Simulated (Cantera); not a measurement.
**Premixed flame**

A freely propagating, adiabatic, planar premixed flame of 4.13 % C3H8, 24.0 % O2, 71.9 % N2, equivalence ratio 0.86, unburnt at 300 K and 4050 Torr; mixture-averaged transport, grid criteria slope 0.08 and curve 0.16, no radiation.

Model: GRI-Mech 3.0 (53 species, 325 reactions), integrated in Cantera. GRI-Mech 3.0 was tuned for natural gas; its chemistry of propane as a main component is partial and can be far from experiment. Burning velocities carry a grid error of a few per cent, more on coarse grids.

```
z (mm)   T (K)  u (m/s)    x C3H8    x O2      x CO    x C2H2      x H2    x C2H4
-------  -----  -------  --------  ------  --------  --------  --------  --------
-0.221     300    0.398    0.0413   0.240   2.92e-6     <1e-8  0.000410   1.63e-7
-0.148     301    0.399    0.0413   0.240   2.25e-5   7.17e-8   0.00114   1.60e-6
-0.111     305    0.406    0.0412   0.239  0.000149   6.28e-7   0.00229   1.48e-5
-0.0738    357    0.477    0.0408   0.234   0.00171   1.11e-5   0.00490  0.000281
-0.0369    802     1.10    0.0316   0.189    0.0174  0.000178   0.00919   0.00435
-0.0184   1277     1.80    0.0134   0.140    0.0370  0.000453    0.0112   0.00847
0         1735     2.49  0.000515  0.0880    0.0549  0.000699    0.0108   0.00366
0.0184    1949     2.79   3.94e-7  0.0606    0.0493  0.000112   0.00740  0.000149
0.0369    2043     2.90     <1e-8  0.0502    0.0371   3.52e-6   0.00572   2.24e-6
0.0738    2152     3.03     <1e-8  0.0426    0.0237     <1e-8   0.00469     <1e-8
0.148     2257     3.16     <1e-8  0.0375    0.0147     <1e-8   0.00332     <1e-8
0.295     2331     3.24     <1e-8  0.0342   0.00896     <1e-8   0.00201     <1e-8
0.590     2365     3.28     <1e-8  0.0327   0.00592     <1e-8   0.00136     <1e-8
```
x: mole fraction of selected species; z is measured from the peak of heat release.

| Item | Value |
|---|---|
| laminar burning velocity | 39.8 cm/s |
| thermal thickness | 0.0738 mm |
| peak x(CO) | 0.0556 |
| peak x(C2H2) | 0.000725 |
| peak x(H2) | 0.0116 |
| peak x(C2H4) | 0.00860 |
